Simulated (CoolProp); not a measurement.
Values from CoolProp's reference Helmholtz-energy equation of state, Lemmon 2004. It is a short technical equation, of lower accuracy than the large ones.

### Question
For n-dodecane, give the phase and the cp (kJ/(kg K)), conductivity (mW/(m K)) at 620 K and 7.38 MPa; 620 K and 8.52 MPa.

### Answer
- 620 K and 7.38 MPa: liquid; cp 3.38, conductivity 81.5
- 620 K and 8.52 MPa: liquid; cp 3.36, conductivity 82.8

Thermal conductivity comes from a separate model (Huber 2004).
